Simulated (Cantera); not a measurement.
Feed: 1 mol CH3F, 0.019 mol F2, 0.17 mol Si, at 673 K and 0.0130 bar.

Method: chemical equilibrium by Gibbs-energy minimisation in Cantera with the NASA 1993 tables (ideal gas, pure condensed phases). Candidate condensed phases: C, C6H6, C7H8, C8H18, Si, SiC; 113 gas species. Kinetics and transport are ignored.

What is the equilibrium state?


| Item | Result |
|---|---|
| x(H2) | 0.617 |
| x(HF) | 0.208 |
| x(SiF4) | 0.0989 |
| x(CH4) | 0.0756 |
| n(C(graphite)) | 0.870 mol |
| gas amount | 1.719 mol |
| log10 activity of Si(s) (absent) | -28.70 |
